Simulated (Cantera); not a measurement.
An isothermal, constant-pressure homogeneous reactor starts with 82.0 % NO, 18.0 % N₂, at 1498 K and 135 Torr.

Detailed kinetics in Cantera: GRI-Mech 3.0 (53 species, 325 reactions).

x: mole fraction; the columns are a selection and need not sum to one.

```json
[
 {"t (s)": "8.00e-6", "x NO": "0.820", "x N₂": "0.180", "x N₂O": "8.66e-9", "x NO₂": "2.08e-10", "x O₂": "<1e-12", "x O": "8.46e-9"},
 {"t (s)": "4.58e-5", "x NO": "0.820", "x N₂": "0.180", "x N₂O": "4.96e-8", "x NO₂": "[?]", "x O₂": "9.20e-12", "x O": "4.33e-8"},
 {"t (s)": "0.000262", "x NO": "0.820", "x N₂": "0.180", "x N₂O": "2.83e-7", "x NO₂": "[?]", "x O₂": "2.17e-10", "x O": "1.43e-7"},
 {"t (s)": "0.00150", "x NO": "0.820", "x N₂": "0.180", "x N₂O": "1.62e-6", "x NO₂": "[?]", "x O₂": "3.21e-9", "x O": "1.83e-7"},
 {"t (s)": "0.00856", "x NO": "0.820", "x N₂": "0.180", "x N₂O": "9.08e-6", "x NO₂": "[?]", "x O₂": "6.07e-8", "x O": "2.05e-7"},
 {"t (s)": "0.0490", "x NO": "0.820", "x N₂": "0.180", "x N₂O": "4.71e-5", "x NO₂": "[?]", "x O₂": "2.36e-6", "x O": "3.24e-7"},
 {"t (s)": "0.280", "x NO": "0.819", "x N₂": "0.181", "x N₂O": "0.000163", "x NO₂": "[?]", "x O₂": "0.000119", "x O": "6.55e-7"},
 {"t (s)": "1.60", "x NO": "0.816", "x N₂": "0.182", "x N₂O": "0.000214", "x NO₂": "[?]", "x O₂": "0.00149", "x O": "8.20e-7"},
 {"t (s)": "9.17", "x NO": "0.800", "x N₂": "0.190", "x N₂O": "0.000204", "x NO₂": "[?]", "x O₂": "0.00942", "x O": "1.19e-6"},
 {"t (s)": "52.4", "x NO": "0.719", "x N₂": "0.230", "x N₂O": "0.000162", "x NO₂": "[?]", "x O₂": "0.0498", "x O": "2.25e-6"},
 {"t (s)": "300", "x NO": "0.452", "x N₂": "0.364", "x N₂O": "6.26e-5", "x NO₂": "[?]", "x O₂": "0.183", "x O": "4.08e-6"}
]
```

Complete the blanks.


- 4.58e-5, x NO₂: 6.28e-9
- 0.000262, x NO₂: 1.41e-7
- 0.00150, x NO₂: 1.44e-6
- 0.00856, x NO₂: 9.17e-6
- 0.0490, x NO₂: 5.42e-5
- 0.280, x NO₂: 0.000207
- 1.60, x NO₂: 0.000278
- 9.17, x NO₂: 0.000433
- 52.4, x NO₂: 0.000800
- 300, x NO₂: 0.000957
